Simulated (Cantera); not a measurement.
Mixture: CH4 : O2 : N2 = 1 : 2.82 : 16.9 (molar parts), equivalence ratio 0.71, at 3.80 bar, adiabatic and at constant volume. Ignition delay is the time to a rise of 400 K.

Cantera simulation using GRI-Mech 3.0 (53 species, 325 reactions); the numbers are that mechanism's predictions, not measurements.

Problem. At T0 = 1598 K, what is the delay, and which 5 reactions control it most (d ln τ / d ln k, from doubling and halving each rate constant)?

Solution. The delay is 0.207 ms.
```
reaction                  d ln τ / d ln k   faster rate
------------------------  ---------------  ------------
CH3 + O2 <=> CH3O + O               -0.45   shortens it
H + O2 <=> O + OH                   -0.37   shortens it
2 CH3 (+M) <=> C2H6 (+M)             0.29  lengthens it
CH4 + H <=> CH3 + H2                 0.26  lengthens it
CH3 + HO2 <=> CH3O + OH             -0.17   shortens it
```
